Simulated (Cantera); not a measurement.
An adiabatic, constant-volume homogeneous reactor starts with CH4 : H2 : O2 : N2 = 1 : 0.75 : 2.38 : 8.93 (molar parts), equivalence ratio 1.00, at 1275 K and 1.00 bar. Integrator tolerance rtol = 1e-08.

Model: GRI-Mech 3.0 (53 species, 325 reactions), integrated in Cantera.

What does this change do: O2 2.38 to 0.84 parts?


| quantity | before | after |
|---|---|---|
| time of steepest temperature rise | 0.671 ms | 3.88 ms |
| temperature at 4.00 s | 2860 K | 1877 K |
| equilibrium temperature | 2860 K | 1877 K |
| x(CH4) at 4.00 s | <1e-12 (gas-phase equilibrium <1e-12) | 2.08e-9 (gas-phase equilibrium 2.22e-9) |
| x(H2) at 4.00 s | 0.0226 (gas-phase equilibrium 0.0226) | 0.168 (gas-phase equilibrium 0.168) |
| x(O2) at 4.00 s | 0.0184 (gas-phase equilibrium 0.0184) | 6.00e-10 (gas-phase equilibrium 6.00e-10) |
| x(H2O) at 4.00 s | 0.168 (gas-phase equilibrium 0.168) | 0.0485 (gas-phase equilibrium 0.0485) |
| x(CH3) at 4.00 s | <1e-12 (gas-phase equilibrium <1e-12) | 5.36e-11 (gas-phase equilibrium 5.72e-11) |

What does this change do: O2 2.38 to 1.2 parts?


| quantity | before | after |
|---|---|---|
| time of steepest temperature rise | 0.671 ms | 2.01 ms |
| temperature at 4.00 s | 2860 K | 2313 K |
| equilibrium temperature | 2860 K | 2313 K |
| x(CH4) at 4.00 s | <1e-12 (gas-phase equilibrium <1e-12) | 2.92e-11 (gas-phase equilibrium 3.32e-11) |
| x(H2) at 4.00 s | 0.0226 (gas-phase equilibrium 0.0226) | 0.116 (gas-phase equilibrium 0.116) |
| x(O2) at 4.00 s | 0.0184 (gas-phase equilibrium 0.0184) | 1.92e-6 (gas-phase equilibrium 1.92e-6) |
| x(H2O) at 4.00 s | 0.168 (gas-phase equilibrium 0.168) | 0.0994 (gas-phase equilibrium 0.0994) |
| x(CH3) at 4.00 s | <1e-12 (gas-phase equilibrium <1e-12) | 1.19e-11 (gas-phase equilibrium 1.36e-11) |
